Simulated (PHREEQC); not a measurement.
0.034 g of hydrous ferric oxide (600 m²/g; 0.2 weak and 0.005 strong sites per Fe, Dzombak-Morel constants, diffuse double layer) in 1 kg of water with 0.005 mol/kgw of an inert sodium salt and 0.0075 mmol/kgw NaH2PO4, at 25 °C; the pH is set by adding NaOH or the inert anion's acid. Oxygen alone is held at its pressure in air (log pO2 = -0.68). CO2 from the air is kept out. No solid was allowed to form.

Base run: PHREEQC, ion-association model, wateq4f.dat. Each further column changes one thing. The table gives surface charge σ (C/m²).

```json
[
 {"pH": "4", "base": "0.154", "background salt from 0.005 to 0.0005 mol/kgw": "0.078", "oxide from 0.034 to 0.17 g/kgw": "0.177", "1.3e-05 mol/kgw H3BO3 added": "0.154"},
 {"pH": "4.75", "base": "0.089", "background salt from 0.005 to 0.0005 mol/kgw": "…", "oxide from 0.034 to 0.17 g/kgw": "0.105", "1.3e-05 mol/kgw H3BO3 added": "0.089"},
 {"pH": "5.5", "base": "0.046", "background salt from 0.005 to 0.0005 mol/kgw": "0.017", "oxide from 0.034 to 0.17 g/kgw": "…", "1.3e-05 mol/kgw H3BO3 added": "0.046"},
 {"pH": "5.88", "base": "0.032", "background salt from 0.005 to 0.0005 mol/kgw": "0.011", "oxide from 0.034 to 0.17 g/kgw": "0.040", "1.3e-05 mol/kgw H3BO3 added": "0.032"},
 {"pH": "6.62", "base": "0.014", "background salt from 0.005 to 0.0005 mol/kgw": "…", "oxide from 0.034 to 0.17 g/kgw": "…", "1.3e-05 mol/kgw H3BO3 added": "0.014"},
 {"pH": "7.38", "base": "0.004", "background salt from 0.005 to 0.0005 mol/kgw": "…", "oxide from 0.034 to 0.17 g/kgw": "0.007", "1.3e-05 mol/kgw H3BO3 added": "0.004"},
 {"pH": "8.12", "base": "-0.002", "background salt from 0.005 to 0.0005 mol/kgw": "-0.001", "oxide from 0.034 to 0.17 g/kgw": "-0.001", "1.3e-05 mol/kgw H3BO3 added": "-0.002"},
 {"pH": "8.5", "base": "-0.005", "background salt from 0.005 to 0.0005 mol/kgw": "-0.002", "oxide from 0.034 to 0.17 g/kgw": "-0.004", "1.3e-05 mol/kgw H3BO3 added": "-0.005"},
 {"pH": "9.25", "base": "-0.014", "background salt from 0.005 to 0.0005 mol/kgw": "-0.005", "oxide from 0.034 to 0.17 g/kgw": "…", "1.3e-05 mol/kgw H3BO3 added": "-0.014"},
 {"pH": "10", "base": "-0.031", "background salt from 0.005 to 0.0005 mol/kgw": "-0.012", "oxide from 0.034 to 0.17 g/kgw": "-0.031", "1.3e-05 mol/kgw H3BO3 added": "-0.031"}
]
```

Fill in the missing entries.


- 4.75, background salt from 0.005 to 0.0005 mol/kgw: 0.037
- 5.5, oxide from 0.034 to 0.17 g/kgw: 0.057
- 6.62, background salt from 0.005 to 0.0005 mol/kgw: 0.005
- 6.62, oxide from 0.034 to 0.17 g/kgw: 0.018
- 7.38, background salt from 0.005 to 0.0005 mol/kgw: 0.001
- 9.25, oxide from 0.034 to 0.17 g/kgw: -0.013

H3PO4, which wateq4f.dat lacks, is added to it with the constant of phreeqc.dat.
